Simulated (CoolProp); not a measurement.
Vapour-liquid equilibrium of n-hexane (1) + benzene (2) at 306.4 K; x and y are mole fractions of (1).

The numbers come from the multi-fluid Helmholtz-energy mixture model, Thol 2019 and Thol 2012; pair parameters Bell 2016 in CoolProp.

| x | bubble pressure (bar) | y at the bubble point | dew pressure at overall composition x (bar) | liquid density (mol/L) |
|---|---|---|---|---|
| 0.05 | 0.2000 | 0.126 | 0.1898 | 10.82 |
| 0.125 | 0.2195 | 0.258 | 0.1999 | 10.47 |
| 0.2 | 0.2344 | 0.353 | 0.2107 | 10.14 |
| 0.275 | 0.2461 | 0.427 | 0.2221 | 9.821 |
| 0.35 | 0.2554 | 0.489 | 0.2340 | 9.523 |
| 0.425 | 0.2630 | 0.545 | 0.2458 | 9.242 |
| 0.5 | 0.2693 | 0.597 | 0.2570 | 8.975 |
| 0.575 | 0.2745 | 0.649 | 0.2668 | 8.723 |
| 0.65 | 0.2787 | 0.701 | 0.2746 | 8.483 |
| 0.725 | 0.2820 | 0.756 | 0.2803 | 8.255 |
| 0.8 | 0.2842 | 0.815 | 0.2838 | 8.039 |
| 0.875 | 0.2855 | 0.879 | 0.2855 | 7.833 |
| 0.95 | 0.2857 | 0.949 | 0.2857 | 7.636 |

y crosses x between x = 0.875 and 0.95: the model has an azeotrope there.

The pair parameters rest on a limited set of measurements; away from them the model extrapolates.
